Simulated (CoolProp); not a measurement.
Vapour-liquid equilibrium of carbon dioxide (1) + 1-butene (2) at 0.656 MPa; x and y are mole fractions of (1).

Model: multi-fluid Helmholtz-energy mixture model, Span 1996 and Lemmon 2005; pair parameters Bell 2016, in CoolProp.

```json
[
 {"x": "0.05", "bubble temperature, mixture model (K)": "302.9", "bubble temperature, Raoult's law (K)": "301.3", "y, mixture model": "0.468", "y, Raoult's law": "0.527"},
 {"x": "0.2", "bubble temperature, mixture model (K)": "259.9", "bubble temperature, Raoult's law (K)": "266.2", "y, mixture model": "0.890", "y, Raoult's law": "0.880"},
 {"x": "0.35", "bubble temperature, mixture model (K)": "242.7", "bubble temperature, Raoult's law (K)": "249.9", "y, mixture model": "0.955", "y, Raoult's law": "0.951"},
 {"x": "0.5", "bubble temperature, mixture model (K)": "234.7", "bubble temperature, Raoult's law (K)": "240.0", "y, mixture model": "0.974", "y, Raoult's law": "0.976"},
 {"x": "0.65", "bubble temperature, mixture model (K)": "230.2", "bubble temperature, Raoult's law (K)": "233.0", "y, mixture model": "0.983", "y, Raoult's law": "0.988"},
 {"x": "0.8", "bubble temperature, mixture model (K)": "226.8", "bubble temperature, Raoult's law (K)": "227.7", "y, mixture model": "0.990", "y, Raoult's law": "0.995"},
 {"x": "0.95", "bubble temperature, mixture model (K)": "223.4", "bubble temperature, Raoult's law (K)": "223.4", "y, mixture model": "0.997", "y, Raoult's law": "0.999"}
]
```

The largest gap from Raoult's law is -7.2 K in bubble temperature, at x = 0.35. No azeotrope shows between x = 0.05 and 0.95.

The pair parameters rest on a limited set of measurements; away from them the model extrapolates. The gap from Raoult's law changes sign with composition, which may be real or a fault of the pair parameters; it wasn't checked against measurements.
